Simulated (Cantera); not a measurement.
Cantera run:

```python
import numpy as np
import cantera as ct

gas_names = """
    SO3 SO2 Na O2 CO CO2 S2
""".split()
cond_names = """
    Na(cr) Na(L) Na2SO4(V) Na2SO4(IV) Na2SO4(I) Na2SO4(L) Na2CO3(I) Na2CO3(II) Na2CO3(L) C(gr) Na2S(1)
    Na2S(2) Na2S(L)
""".split()


# ... load() reads the species with a 1 bar reference pressure and builds the phases ...
species = {s.name: s for s in load("nasa_gas.yaml", gas_names) + load("nasa_condensed.yaml", cond_names)}
# Each term lists the table entries of one substance; the one whose range holds T is used.
reactions = {
    '2 Na + 2 SO3(g) = SO2(g) + Na2SO4':
        [(-2, ['Na(cr)', 'Na(L)']), (-2, ['SO3']), (1, ['SO2']), (1, ['Na2SO4(V)', 'Na2SO4(IV)', 'Na2SO4(I)', 'Na2SO4(L)'])],
    '2 Na2CO3 = 2 C + 4 Na(g) + 3 O2(g)':
        [(-2, ['Na2CO3(I)', 'Na2CO3(II)', 'Na2CO3(L)']), (2, ['C(gr)']), (4, ['Na']), (3, ['O2'])],
    'Na2CO3 + CO(g) = 2 Na(g) + 2 CO2(g)':
        [(-1, ['Na2CO3(I)', 'Na2CO3(II)', 'Na2CO3(L)']), (-1, ['CO']), (2, ['Na']), (2, ['CO2'])],
    '2 Na2S = 4 Na(g) + S2(g)':
        [(-2, ['Na2S(1)', 'Na2S(2)', 'Na2S(L)']), (4, ['Na']), (1, ['S2'])],
}


def pick(names, T):
    return next(species[n] for n in names if species[n].thermo.min_temp <= T <= species[n].thermo.max_temp)


results = []
for label, terms in reactions.items():
    print(label)
    print("     T/K   dH/kJ  dS/(J/K)   dG/kJ   log10 K")
    for T in [948, 998, 1048, 1098, 1148, 1198, 1248, 1298, 1348, 1398, 1448]:
        used = [(nu, pick(names, T)) for nu, names in terms]
        dH = sum(nu * s.thermo.h(T) for nu, s in used) / 1e6
        dS = sum(nu * s.thermo.s(T) for nu, s in used) / 1e3
        dG = dH - T * dS / 1e3
        logK = -dG * 1e6 / (ct.gas_constant * T * np.log(10))
        results.append((label, T, dH, dS, dG, logK, [s.name for _, s in used]))
        print(f"{T:8g} {dH:8.1f} {dS:8.1f} {dG:8.1f} {logK:8.2f}")
```

It prints:

```
2 Na + 2 SO3(g) = SO2(g) + Na2SO4
     T/K   dH/kJ  dS/(J/K)   dG/kJ   log10 K
     948   -869.6   -183.5   -695.7    38.33
     998   -867.4   -181.2   -686.6    35.93
    1048   -865.1   -178.9   -677.6    33.77
    1098   -862.6   -176.6   -668.7    31.81
    1148   -860.1   -174.4   -659.9    30.02
    1198   -834.1   -152.0   -652.1    28.43
    1248   -832.2   -150.4   -644.5    26.97
    1298   -830.4   -149.0   -637.0    25.63
    1348   -828.6   -147.6   -629.6    24.40
    1398   -826.9   -146.4   -622.2    23.25
    1448   -825.2   -145.2   -615.0    22.18
2 Na2CO3 = 2 C + 4 Na(g) + 3 O2(g)
     T/K   dH/kJ  dS/(J/K)   dG/kJ   log10 K
     948   2631.4    867.9   1808.6   -99.65
     998   2625.3    861.7   1765.4   -92.40
    1048   2618.7    855.2   1722.4   -85.85
    1098   2611.5    848.5   1679.9   -79.91
    1148   2544.7    789.0   1638.9   -74.57
    1198   2537.5    782.8   1599.6   -69.74
    1248   2530.3    777.0   1560.6   -65.32
    1298   2523.2    771.4   1521.9   -61.24
    1348   2516.1    766.0   1483.5   -57.48
    1398   2509.1    760.9   1445.3   -54.00
    1448   2502.1    756.0   1407.4   -50.77
Na2CO3 + CO(g) = 2 Na(g) + 2 CO2(g)
     T/K   dH/kJ  dS/(J/K)   dG/kJ   log10 K
     948    638.4    348.1    308.4   -16.99
     998    635.4    345.0    291.1   -15.23
    1048    632.2    341.9    273.9   -13.65
    1098    628.7    338.6    256.9   -12.22
    1148    595.4    308.9    240.7   -10.95
    1198    591.9    306.0    225.3    -9.82
    1248    588.4    303.1    210.1    -8.79
    1298    584.9    300.4    195.0    -7.85
    1348    581.5    297.8    180.1    -6.98
    1398    578.1    295.4    165.2    -6.17
    1448    574.8    293.0    150.5    -5.43
2 Na2S = 4 Na(g) + S2(g)
     T/K   dH/kJ  dS/(J/K)   dG/kJ   log10 K
     948   1253.1    586.9    696.7   -38.39
     998   1249.9    583.6    667.4   -34.93
    1048   1246.5    580.3    638.3   -31.82
    1098   1242.3    576.4    609.4   -28.99
    1148   1236.3    571.1    580.7   -26.42
    1198   1228.0    564.0    552.3   -24.08
    1248   1216.6    554.7    524.4   -21.95
    1298   1202.6    543.7    496.9   -19.99
    1348   1192.9    536.4    469.9   -18.21
    1398   1186.6    531.8    443.2   -16.56
    1448   1140.2    499.7    416.6   -15.03
```

Standard-state values (1 bar) from the NASA 1993 polynomials, evaluated with Cantera. Condensed species are held in their standard states even where they would react or evaporate.
